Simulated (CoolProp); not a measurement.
Computed with CoolProp (reference Helmholtz-energy equation of state, Akasaka 2022).

**Question.** For R1233zd(E), give the phase and the density (kg/m³), cp (kJ/(kg K)), cv (kJ/(kg K)), speed of sound (m/s) at 12.35 °C and 7000 kPa; 155.95 °C and 1070 kPa.

**Answer.** 
- 12.35 °C and 7000 kPa: liquid; density 1310, cp 1.14, cv 0.806, speed of sound 784
- 155.95 °C and 1070 kPa: gas; density 44.7, cp 1.03, cv 0.915, speed of sound 153
